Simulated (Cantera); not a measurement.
Cantera run:

```python
import numpy as np
import cantera as ct

gas_names = [...]  # 110 gases of nasa_gas.yaml made of C, H, O
cond_names = """
    C(gr) C6H6(L) C7H8(L) C8H18(L),n-octa H2O(s) H2O(L)
""".split()


# ... load() reads the species with a 1 bar reference pressure and builds the phases ...
atoms = {
    'acetone': {'C': 3, 'H': 6, 'O': 1},
    'H2O': {'H': 2, 'O': 1},
}
top_T = {'C(gr)': 4500}  # K; cautious upper limits of use, not melting points


# ... equilibrate(T, P, feed) seeds the gas with the atoms and calls Mixture.equilibrate('TP', solver="vcs", rtol=1e-11, max_steps=5000) ...
results = []
feed = {'acetone': 1, 'H2O': 0.41}  # mol
P = 1333.22  # Pa
for T in [575, 650, 725, 800, 875, 950, 1025, 1100, 1175, 1250, 1325, 1400, 1475, 1550]:
    mix = equilibrate(T, P, feed)
    results.append((T, P, feed, dict(zip(mix.species_names, mix.species_moles))))

top = {s: max(r[3][s] / sum(r[3][g] for g in gas_names) for r in results) for s in gas_names}
cols = sorted((s for s in top if top[s] > 0.001), key=lambda s: -top[s])[:6]
seen = [c for c in cond_names if any(r[3].get(c, 0) > 1e-12 for r in results)]
print("log10 of partial pressures in bar; condensed amounts in mol")
print(f"{'T/K':>10s}" + "".join(f"{s[:9]:>10s}" for s in cols + seen))
for T, P, feed, n in results:
    ng = sum(n[g] for g in gas_names)
    print(f"{T:10.4g}" + "".join(f"{np.log10(max(n[s] / ng * P / 1e5, 1e-99)):10.3f}" for s in cols)
          + "".join(f"{n.get(c, 0):10.4g}" for c in seen))
```

Output:

```
log10 of partial pressures in bar; condensed amounts in mol
       T/K        H2       H2O        CO       CH4       CO2     C(gr)
       575    -2.378    -2.310    -4.750    -2.468    -3.083     2.089
       650    -2.129    -2.498    -3.776    -2.842    -2.952     2.312
       725    -2.035    -2.797    -3.046    -3.359    -2.931     2.269
       800    -2.020    -3.254    -2.603    -3.912    -3.212     1.936
       875    -2.025    -3.861    -2.446    -4.410    -3.861     1.674
       950    -2.026    -4.471    -2.416    -4.828    -4.608     1.606
      1025    -2.026    -5.012    -2.410    -5.185    -5.284     1.593
      1100    -2.026    -5.483    -2.409    -5.496    -5.873     1.591
      1175    -2.025    -5.895    -2.409    -5.769    -6.385      1.59
      1250    -2.025    -6.257    -2.409    -6.010    -6.835      1.59
      1325    -2.025    -6.577    -2.409    -6.224    -7.231      1.59
      1400    -2.025    -6.863    -2.409    -6.415    -7.583      1.59
      1475    -2.025    -7.120    -2.409    -6.588    -7.898      1.59
      1550    -2.026    -7.351    -2.409    -6.743    -8.181      1.59
```

These are equilibrium values from Cantera (NASA tables, ideal gas, pure condensed phases), not measurements of a reactor. The feed counts by its element totals alone.
